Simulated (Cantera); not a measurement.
# Low-pressure radical oxidation in H2/O2

An isothermal, constant-pressure homogeneous reactor starts with H2 : O2 = 0.049 : 1 (molar parts), at 1100 K and 20.0 Torr.

Computed with Cantera and GRI-Mech 3.0 (53 species, 325 reactions). Radical loss at walls, strong at low pressure, is not modelled. The temperature is held fixed by assumption; the heat of reaction is taken as removed at once.

```tsv
t (s)	x H2	x O2	x H2O2	x O	x H	x H2O
3.00e-6	0.0467	0.953	<1e-12	1.25e-12	2.98e-11	<1e-12
1.03e-5	0.0467	0.953	<1e-12	1.38e-11	9.43e-11	1.13e-12
3.56e-5	0.0467	0.953	<1e-12	1.35e-10	2.69e-10	3.64e-11
0.000123	0.0467	0.953	<1e-12	1.26e-9	9.42e-10	9.45e-10
0.000423	0.0467	0.953	2.86e-12	3.29e-8	1.69e-8	4.59e-8
0.00146	0.0460	0.953	3.86e-9	0.000360	0.000184	0.000553
0.00503	0.000653	0.931	1.85e-7	0.0183	0.00452	0.0433
0.0173	0.000166	0.947	1.76e-7	0.00484	0.000579	0.0467
0.0597	1.92e-5	0.951	1.19e-7	0.000579	2.35e-5	0.0476
0.206	1.85e-6	0.952	4.86e-8	5.93e-5	7.76e-7	0.0478
0.709	2.31e-7	0.952	1.47e-8	7.88e-6	3.77e-8	0.0478
2.44	3.96e-8	0.952	4.11e-9	1.42e-6	2.89e-9	0.0478
8.42	8.58e-9	0.952	1.14e-9	3.18e-7	3.05e-10	0.0478
29.0	2.16e-9	0.952	3.29e-10	8.11e-8	3.94e-11	0.0478
100	6.64e-10	0.952	1.10e-10	2.51e-8	6.82e-12	0.0478
```
x: mole fraction; the columns are a selection and need not sum to one.

Equilibrium at this temperature and pressure: H2 3.98e-10, O2 0.952, H2O2 6.89e-11, O 1.50e-8, H 3.18e-12, H2O 0.0478 (gas phase only).
